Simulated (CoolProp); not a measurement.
Vapour-liquid equilibrium of propane (1) + cyclohexane (2) at 310.1 K; x and y are mole fractions of (1).

Computed with CoolProp (multi-fluid Helmholtz-energy mixture model, Lemmon 2009 and Zhou 2014; pair parameters Bell 2016).

```tsv
x	bubble pressure (kPa)	y at the bubble point	dew pressure at overall composition x (kPa)	liquid density (mol/L)
0.05	93.19	0.771	22.92	9.173
0.125	198.5	0.896	24.87	9.343
0.2	300.5	0.934	27.19	9.513
0.275	398.7	0.952	29.99	9.683
0.35	492.9	0.963	33.43	9.853
0.425	583.0	0.971	37.75	10.02
0.5	669.7	0.976	43.35	10.18
0.575	753.8	0.981	50.89	10.33
0.65	836.6	0.984	61.61	10.48
0.725	919.6	0.988	78.03	10.60
0.8	1005	0.991	106.4	10.70
0.875	1097	0.994	166.9	10.76
0.95	1198	0.997	382.6	10.77
```

No azeotrope shows between x = 0.05 and 0.95.

Pair parameters are fitted to limited data, so mixtures are less certain than the pure fluids. The gap from Raoult's law changes sign with composition, which may be real or a fault of the pair parameters; it wasn't checked against measurements.
